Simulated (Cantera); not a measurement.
A perfectly stirred reactor is fed with H2 : O2 = 0.075 : 1 (molar parts), equivalence ratio 0.037, at 0.00320 bar; it is held at 1075 K, and followed from long to short residence time.

Detailed kinetics in Cantera: GRI-Mech 3.0 (53 species, 325 reactions). Radical loss at walls, strong at low pressure, is not modelled. The temperature is held fixed by assumption; the heat of reaction is taken as removed at once.

Task: What does this change do: temperature 1075 to 1450 K?

Result: 
```csv
quantity,before,after
x(H2) at τ = 0.500 s,0.00121,0.00125
x(O2) at τ = 0.500 s,0.909,0.887
x(H2O) at τ = 0.500 s,0.0664,0.0623
x(H) at τ = 0.500 s,0.00531,0.00609
x(HO2) at τ = 0.500 s,1.45e-6,4.95e-7
x(H2) at τ = 25.0 ms,0.00675,0.00262
x(O2) at τ = 25.0 ms,0.892,0.874
x(H2O) at τ = 25.0 ms,0.0523,0.0576
x(H) at τ = 25.0 ms,0.0179,0.00987
x(HO2) at τ = 25.0 ms,1.64e-6,5.41e-7
```

Task: What does this change do: H2 0.075 to 0.48 parts?

Result: 
```csv
quantity,before,after
x(H2) at τ = 0.500 s,0.00121,0.00732
x(O2) at τ = 0.500 s,0.909,0.595
x(H2O) at τ = 0.500 s,0.0664,0.358
x(H) at τ = 0.500 s,0.00531,0.0184
x(HO2) at τ = 0.500 s,1.45e-6,4.16e-6
x(H2) at τ = 25.0 ms,0.00675,0.0290
x(O2) at τ = 25.0 ms,0.892,0.548
x(H2O) at τ = 25.0 ms,0.0523,0.245
x(H) at τ = 25.0 ms,0.0179,0.117
x(HO2) at τ = 25.0 ms,1.64e-6,3.27e-6
```
